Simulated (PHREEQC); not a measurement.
1.1 g of hydrous ferric oxide (600 m²/g; 0.2 weak and 0.005 strong sites per Fe, Dzombak-Morel constants, diffuse double layer) in 1 kg of water with 0.005 mol/kgw of an inert sodium salt and 4.7e-05 mol/kgw PbCl2, 1.2e-05 mol/kgw CuCl2 and 5.3e-06 mol/kgw CaCl2, at 25 °C; the pH is set by adding NaOH or the inert anion's acid. O2 is buffered at 0.21 atm. CO2 from the air is kept out. Precipitation was switched off in this run.

Model: ion-association model, wateq4f.dat, run in PHREEQC.

| pH | Pb sorbed (%) | Cu sorbed (%) | Ca sorbed (%) | surface charge σ (C/m²) |
|---|---|---|---|---|
| 4 | 70.7 | 5.8 | 0.0 | 0.190 |
| 4.38 | 88.3 | 18.0 | 0.0 | 0.148 |
| 4.75 | 96.0 | 44.6 | 0.0 | 0.114 |
| 5.12 | 98.9 | 76.0 | 0.0 | 0.086 |
| 5.5 | 99.7 | 93.4 | 0.0 | 0.062 |
| 5.88 | 99.9 | 98.5 | 0.0 | 0.044 |
| 6.25 | 100.0 | 99.7 | 0.0 | 0.031 |
| 6.62 | 100.0 | 99.9 | 0.1 | 0.021 |
| 7 | 100.0 | 100.0 | 0.5 | 0.013 |
| 7.38 | 100.0 | 100.0 | 2.6 | 0.008 |
| 7.75 | 100.0 | 100.0 | 11.8 | 0.004 |
| 8.12 | 100.0 | 100.0 | 39.3 | 0.000 |
| 8.5 | 100.0 | 100.0 | 76.5 | -0.003 |
| 8.88 | 100.0 | 100.0 | 94.4 | -0.007 |
| 9.25 | 100.0 | 100.0 | 98.8 | -0.012 |
| 9.62 | 100.0 | 100.0 | 99.8 | -0.019 |
| 10 | 100.0 | 100.0 | 99.9 | -0.029 |

Species that the database lacks are ignored. The database's constant for dissolved Cu(OH)2 is higher than later reviews accept.
